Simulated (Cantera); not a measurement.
A perfectly stirred reactor is fed with CH3OH : O2 : N2 : H2O = 1 : 1 : 12 : 0.75 (molar parts), at 750 Torr; it is adiabatic with a 800 K inlet, and is followed from long to short residence time, starting on the burning branch (τ in s: 0.087, 0.041, 0.019, 0.0089, 0.0042, 0.002, 0.00091, 0.00043, 0.0002, 9.4e-05, 4.4e-05, 2.1e-05).

Model: GRI-Mech 3.0 (53 species, 325 reactions), integrated in Cantera. GRI-Mech 3.0 was tuned for natural gas; its chemistry of methanol as a main component is partial and can be far from experiment.

What does this change do: inlet temperature 800 to 750 K?


```json
[
 {"quantity": "blow-out, bracketed by the residence times tried", "before": "burning at 2.00 ms, out at 0.910 ms", "after": "burning at 2.00 ms, out at 0.910 ms"},
 {"quantity": "x(CH3OH) at τ = 87.0 ms", "before": "4.31e-6", "after": "5.99e-6"},
 {"quantity": "x(O2) at τ = 87.0 ms", "before": "0.000129", "after": "0.000176"},
 {"quantity": "x(H2O) at τ = 87.0 ms", "before": "0.138", "after": "0.137"},
 {"quantity": "x(CO2) at τ = 87.0 ms", "before": "0.0365", "after": "0.0369"},
 {"quantity": "x(CH3) at τ = 87.0 ms", "before": "4.13e-6", "after": "5.82e-6"},
 {"quantity": "x(CH3OH) at τ = 0.910 ms", "before": "0.0678", "after": "0.0678"},
 {"quantity": "x(O2) at τ = 0.910 ms", "before": "0.0678", "after": "0.0678"},
 {"quantity": "x(H2O) at τ = 0.910 ms", "before": "0.0508", "after": "0.0508"},
 {"quantity": "x(CO2) at τ = 0.910 ms", "before": "<1e-12", "after": "<1e-12"},
 {"quantity": "x(CH3) at τ = 0.910 ms", "before": "<1e-12", "after": "<1e-12"}
]
```
